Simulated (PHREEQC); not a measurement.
Make-up at 25 °C: 7.7 mmol/kgw LiOH, 0.62 mmol/kgw H3BO3 and 0.52 mmol/kgw Na2CO3. Closed to the air; pH follows from the charge balance.

The numbers come from PHREEQC with the ion-association model, phreeqc.dat.

This is a speciation only: nothing precipitates in the calculation.

Task: What pH, ionic strength does the model give?

Result: pH 11.80; ionic strength 0.00923 mol/kgw.

Task: In which forms is C present?

Result: CO3-2 96 %, HCO3- 2.4 %, NaCO3- 1.3 % of the C.
